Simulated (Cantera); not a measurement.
What does this Cantera script print?

```python
import numpy as np
import cantera as ct

gas_names = """
    C CH CH2 CH3 CH2OH CH3O CH4 CH3OH CN CO CO2 COOH C2 C2H CHCO,ketyl C2H2,acetylene C2H2,vinylidene
    CH2CO,ketene C2H3,vinyl CH3CN CH3CO,acetyl C2H4 C2H4O,ethylen CH3CHO,ethanal CH3COOH (HCOOH)2 C2H5
    C2H6 CH3OCH3 C2H5OH CCN CNC C2N2 C2O C3 C3H3,propargyl C3H4,allene C3H4,propyne C3H4,cyclo-
    C3H5,allyl C3H6,propylene C3H6,cyclo- C3H6O C3H7,n-propyl C3H7,i-propyl C3H8 C3H8O,1propanol
    C3H8O,2propanol C3O2 C4 C4H2 C4H4,1,3-cyclo- C4H6,butadiene C4H6,2-butyne C4H6,cyclo- C4H8,1-butene
    C4H8,cis2-buten C4H8,tr2-butene C4H8,isobutene C4H8,cyclo- (CH3COOH)2 C4H9,n-butyl C4H9,i-butyl
    C4H9,s-butyl C4H9,t-butyl C4H10,isobutane C4H10,n-butane C4N2 C5 C5H6,1,3cyclo- C5H8,cyclo-
    C5H10,1-pentene C5H10,cyclo- C5H11,pentyl C5H11,t-pentyl C5H12,n-pentane C5H12,i-pentane
    CH3C(CH3)2CH3 C6H2 C6H5,phenyl C6H5O,phenoxy C6H6 C6H5OH,phenol C6H10,cyclo- C6H12,1-hexene
    C6H12,cyclo- C6H13,n-hexyl C7H7,benzyl C7H8 C7H8O,cresol C7H14,1-heptene C7H15,n-heptyl
    C7H16,n-heptane C8H8,styrene C8H10,ethylbenz C8H16,1-octene C8H17,n-octyl C8H18,isooctane
    C8H18,n-octane C9H19,n-nonyl C10H8,naphthale C10H21,n-decyl C12H9,o-bipheny C12H10,bipheny H HCN HCO
    HCCN HNC HNCO HNO HNO2 HNO3 HO2 H2 HCHO,formaldehy HCOOH H2O H2O2 N NCO NH NH2 NH3 NH2OH NO NO2 NO3
    N2 N2H2 N2H4 N2O O OH O2 O3 Si SiC SiC2 SiC4H12 SiH SiH2 SiH3 SiH4 SiN SiO SiO2 Si2 Si2C Si2N Si3
""".split()
cond_names = """
    C(gr) C6H6(L) C7H8(L) C8H18(L),n-octa H2O(s) H2O(L) Si(cr) Si(L) SiC(b) SiO2(Lqz) SiO2(hqz) SiO2(L)
    Si2N2O(s) Si3N4(a)
""".split()


def load(file, names, dense=False):
    # The tables refer to 1 bar. Condensed volumes are neglected.
    table = {s.name: s for s in ct.Species.list_from_file(file)}
    out = []
    for n in names:
        d = dict(table[n].input_data)
        d["thermo"] = dict(d["thermo"], **{"reference-pressure": 1e5})
        if dense:
            d["equation-of-state"] = {"model": "constant-volume", "density": "1e6 g/cm^3"}
        out.append(ct.Species.from_dict(d))
    return out


gas = ct.Solution(thermo="ideal-gas", species=load("nasa_gas.yaml", gas_names))
cond = {s.name: ct.Solution(thermo="fixed-stoichiometry", species=[s], name=s.name)
        for s in load("nasa_condensed.yaml", cond_names, dense=True)}
atoms = {
    'TEOS': {'Si': 1, 'C': 8, 'H': 20, 'O': 4},
    'N2O': {'N': 2, 'O': 1},
}
top_T = {'C(gr)': 4500, 'SiC(b)': 3050, 'Si2N2O(s)': 2100, 'Si3N4(a)': 2400}  # K; cautious upper limits of use, not melting points


def equilibrate(T, P, feed):
    n = {}
    for name, mol in feed.items():
        for a, k in atoms[name].items():
            n[a] = n.get(a, 0.0) + k * mol
    gas.TPX = T, P, n
    mass = sum(n.values()) * gas.mean_molecular_weight
    gas.equilibrate("TP")
    valid = [c for c in cond.values() if c.min_temp <= T <= top_T.get(c.name, c.max_temp)]
    mix = ct.Mixture([(gas, mass / gas.mean_molecular_weight)] + [(c, 0.0) for c in valid])
    mix.T, mix.P = T, P
    mix.equilibrate("TP", solver="vcs", rtol=1e-11, max_steps=5000)
    return mix


results = []
T = 1750  # K
P = 74  # Pa
for m in [2.6, 5.8, 9, 12, 15, 19, 22, 25]:
    feed = {'TEOS': 1, 'N2O': m}  # mol
    mix = equilibrate(T, P, feed)
    results.append((T, P, feed, dict(zip(mix.species_names, mix.species_moles))))

top = {s: max(r[3][s] / sum(r[3][g] for g in gas_names) for r in results) for s in gas_names}
cols = sorted((s for s in top if top[s] > 0.0001), key=lambda s: -top[s])[:6]
seen = [c for c in cond_names if any(r[3].get(c, 0) > 1e-12 for r in results)]
print("log10 of partial pressures in bar; condensed amounts in mol")
print(f"{'n(N2O)':>10s}" + "".join(f"{s[:9]:>10s}" for s in cols + seen))
for T, P, feed, n in results:
    ng = sum(n[g] for g in gas_names)
    print(f"{feed['N2O']:10.4g}" + "".join(f"{np.log10(max(n[s] / ng * P / 1e5, 1e-99)):10.3f}" for s in cols)
          + "".join(f"{n.get(c, 0):10.4g}" for c in seen))
```

It prints:

```
log10 of partial pressures in bar; condensed amounts in mol
    n(N2O)        N2        H2        CO       H2O       CO2       SiO     C(gr)    SiC(b)   SiO2(L)
       2.6    -4.003    -3.419    -3.598   -10.451   -11.189    -5.918    0.4364    0.9677         0
       5.8    -3.757    -3.540    -3.622    -4.940    -5.581    -4.696         0         0    0.3318
         9    -3.610    -3.689    -3.699    -4.179    -4.747    -5.606         0         0     0.909
        12    -3.530    -3.876    -3.797    -3.953    -4.432    -6.018         0         0    0.9609
        15    -3.474    -4.097    -3.921    -3.846    -4.229    -6.346         0         0    0.9798
        19    -3.421    -4.485    -4.177    -3.780    -4.031    -6.800         0         0     0.992
        22    -3.391    -4.972    -4.570    -3.761    -3.918    -7.306         0         0    0.9972
        25    -3.374    -5.774    -5.321    -3.779    -3.884    -8.091         0         0    0.9994
```

These are equilibrium values from Cantera (NASA tables, ideal gas, pure condensed phases), not measurements of a reactor. The feed counts by its element totals alone. The tables hold silica as quartz up to 1696 K and as liquid above; real silica turns to tridymite and cristobalite and melts near 1996 K.
